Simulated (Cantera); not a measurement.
Feed: 1 mol toluene, 0.24 mol CO2, 0.76 mol N2, 0.31 mol O2, held at 101000 Pa.

These are equilibrium values from Cantera (NASA tables, ideal gas, pure condensed phases), not measurements of a reactor. Candidate condensed phases: C, C6H6, C7H8, C8H18, H2O; 136 gas species. Equilibrium is a limit: real reactors are often held back by kinetics, nucleation or transport.

x: gas mole fraction; n: condensed amount in mol.

```csv
T (K),x H2,x CO,x N2,x H,x HCN,x C2H2 (acetylene),x HNC,n C(graphite)
1998,0.678,0.188,0.127,0.00131,0.00430,0.000514,[?],6.11
2073,0.677,0.188,0.127,0.00215,0.00569,0.000829,[?],6.09
2148,0.674,0.187,0.126,0.00340,0.00738,0.00129,[?],6.08
2223,0.671,0.187,0.124,0.00521,0.00937,0.00195,[?],6.06
2298,0.667,0.187,0.123,0.00777,0.0117,0.00285,[?],6.03
2373,0.661,0.187,0.121,0.0113,0.0143,0.00407,[?],6.00
2448,0.654,0.186,0.119,0.0160,0.0173,0.00565,[?],5.96
2523,0.645,0.186,0.117,0.0222,0.0206,0.00768,[?],5.91
2598,0.633,0.185,0.114,0.0301,0.0241,0.0102,[?],5.85
2673,0.619,0.184,0.111,0.0401,0.0278,0.0132,[?],5.79
2748,0.603,0.183,0.108,0.0524,0.0317,0.0168,[?],5.71
2823,0.583,0.181,0.104,0.0673,0.0357,0.0210,[?],5.62
2898,0.561,0.180,0.101,0.0849,0.0396,0.0257,[?],5.51
```

Question: Some entries are withheld; supply them.

Answer: 
- 1998, x HNC: 0.000243
- 2073, x HNC: 0.000368
- 2148, x HNC: 0.000538
- 2223, x HNC: 0.000766
- 2298, x HNC: 0.00106
- 2373, x HNC: 0.00144
- 2448, x HNC: 0.00191
- 2523, x HNC: 0.00247
- 2598, x HNC: 0.00314
- 2673, x HNC: 0.00392
- 2748, x HNC: 0.00481
- 2823, x HNC: 0.00580
- 2898, x HNC: 0.00687
